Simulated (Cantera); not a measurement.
An isothermal, constant-pressure homogeneous reactor starts with 3.58 % H2, 6.89 % O2, 89.5 % N2, equivalence ratio 0.26, at 875 K and 75.0 Torr.

Computed with Cantera and GRI-Mech 3.0 (53 species, 325 reactions). Radical loss at walls, strong at low pressure, is not modelled. Below about 950 K walls govern HO2 and H2O2 in real vessels. The temperature is held fixed by assumption; the heat of reaction is taken as removed at once.

One state of this run: x H2 = 3.92e-5; x O2 = 0.0519; x H = 4.88e-8; x OH = 1.63e-6; x NO = 6.28e-8; x H2O2 = 1.03e-7. x: mole fraction; the columns are a selection and need not sum to one.

Which value of t (s) does it belong to?
A) 0.0330
B) 0.0118
C) 0.717
D) 7.00e-5

C, 0.717
